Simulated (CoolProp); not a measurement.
Vapour-liquid equilibrium of CHF3 (R23) (1) + R227EA (2) at 200.6 K; x and y are mole fractions of (1).

Computed with CoolProp (multi-fluid Helmholtz-energy mixture model, Penoncello 2003 and Lemmon 2016; pair parameters Bell 2016).

Question: Give the bubble pressure and the first vapour's composition at x = 0.65, 0.8, 0.95. Is there an azeotrope?

Answer: x = 0.65: 0.1201 MPa, y = 0.986; x = 0.8: 0.1399 MPa, y = 0.992; x = 0.95: 0.1617 MPa, y = 0.998. No azeotrope shows between x = 0.05 and 0.95.

The pair parameters rest on a limited set of measurements; away from them the model extrapolates.
